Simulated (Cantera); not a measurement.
A closed system holds: 1 mol SiH₂Cl₂, 0.24 mol NO, a varied amount of H₂, at 1248 K and 0.0510 bar.

These are equilibrium values from Cantera (NASA tables, ideal gas, pure condensed phases), not measurements of a reactor. Candidate condensed phases: H₂O, NH₄Cl, Si, SiO₂, Si₂N₂O, Si₃N₄; 47 gas species. Mutual solubility and eutectic melting of coexisting phases are not modelled. The tables hold silica as quartz up to 1696 K and as liquid above; real silica turns to tridymite and cristobalite and melts near 1996 K. Rates play no part.

What share of the Si ends up in condensed phases as a function of n(H₂) (mol), at 3.3, 10, 17, 24, 32, 39, 46?


| n(H₂) (mol) | Si condensed (%) | as |
|---|---|---|
| 3.3 | 51.5 | Si(s) + SiO₂(β-quartz) + Si₂N₂O(s) |
| 10 | 59.8 | Si(s) + SiO₂(β-quartz) + Si₂N₂O(s) |
| 17 | 66.4 | Si(s) + SiO₂(β-quartz) + Si₂N₂O(s) |
| 24 | 71.5 | Si(s) + SiO₂(β-quartz) + Si₂N₂O(s) |
| 32 | 75.9 | Si(s) + SiO₂(β-quartz) + Si₂N₂O(s) |
| 39 | 78.8 | Si(s) + SiO₂(β-quartz) + Si₂N₂O(s) |
| 46 | 81.2 | Si(s) + SiO₂(β-quartz) + Si₂N₂O(s) |
